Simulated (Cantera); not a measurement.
Input: 1 mol Fe₂O₃, 1.4 mol C, 16 mol H₂, at 24.0 Pa.

Cantera equilibrium calculation (NASA polynomials, part measured and part estimated; ideal gas, pure solids and liquids). Candidate condensed phases: C, C₆H₆, C₇H₈, C₈H₁₈, Fe, Fe(CO)₅, FeO, Fe(OH)₂, Fe(OH)₃, Fe₂O₃, Fe₃O₄, H₂O; 114 gas species. The numbers say what is thermodynamically allowed, not how fast it happens.

Task: What share of the Fe ends up in condensed phases as a function of T (K), at 973, 1073, 1173, 1273, 1373, 1473, 1573, 1673, 1773, 1873, 1973?

Result: 
| T (K) | Fe condensed (%) | as |
|---|---|---|
| 973 | 100.0 | Fe(α) |
| 1073 | 100.0 | Fe(α) |
| 1173 | 100.0 | Fe(α) |
| 1273 | 100.0 | Fe(γ) |
| 1373 | 100.0 | Fe(γ) |
| 1473 | 99.7 | Fe(γ) |
| 1573 | 97.6 | Fe(γ) |
| 1673 | 85.1 | Fe(δ) |
| 1773 | 21.1 | Fe(δ) |
| 1873 | 0.0 | - |
| 1973 | 0.0 | - |
